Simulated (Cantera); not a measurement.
An isothermal, constant-pressure homogeneous reactor starts with C2H6 : N2 : H2O = 1 : 12 : 0.13 (molar parts), at 1625 K and 760 Torr.

Computed with Cantera and GRI-Mech 3.0 (53 species, 325 reactions). GRI-Mech 3.0 stops at C3 and has no aromatics, soot or wall deposition, so with more carbon than oxygen in the feed, carbon stays in small species such as C2H2 where larger ones or solid carbon would form.

One state of this run: x C2H6 = 3.74e-7; x HCN = 1.66e-6; x CH3 = 1.20e-5; x CH2 = 2.18e-9; x C2H = 4.30e-8; x CH4 = 0.00312; x C2H2 = 0.0592. x: mole fraction; the columns are a selection and need not sum to one.

**Question.** Which value of t (s) does it belong to?
A) 0.000112
B) 2.00e-6
C) 20.0
D) 1.50e-5

**Answer.** C, 20.0
